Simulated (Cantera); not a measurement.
A perfectly stirred reactor is fed with NH3 : N2 = 1 : 0.84 (molar parts), at 825 Torr; it is held at 1648 K, and followed from long to short residence time.

Computed with Cantera and the gas-phase N/H chemistry of the illustrative SiF4/NH3 mechanism in the Surface Chemkin manual (1991). Walls and surfaces, which speed up NH3 decomposition in real reactors, are not modelled.

Problem. What does this change do: pressure from 825 Torr to 10.00 Torr?

Solution. 
```tsv
quantity	before	after
x(NH3) at τ = 1.10 s	0.394	0.530
x(N2H2) at τ = 1.10 s	2.72e-7	2.02e-6
x(H) at τ = 1.10 s	1.24e-5	2.23e-6
x(NH) at τ = 1.10 s	4.32e-7	1.12e-6
x(N2H4) at τ = 1.10 s	1.15e-7	9.98e-9
x(NH3) at τ = 55.0 ms	0.532	0.543
x(N2H2) at τ = 55.0 ms	4.69e-7	2.11e-7
x(H) at τ = 55.0 ms	9.72e-7	2.61e-8
x(NH) at τ = 55.0 ms	3.72e-7	1.63e-7
x(N2H4) at τ = 55.0 ms	2.03e-7	1.21e-9
```
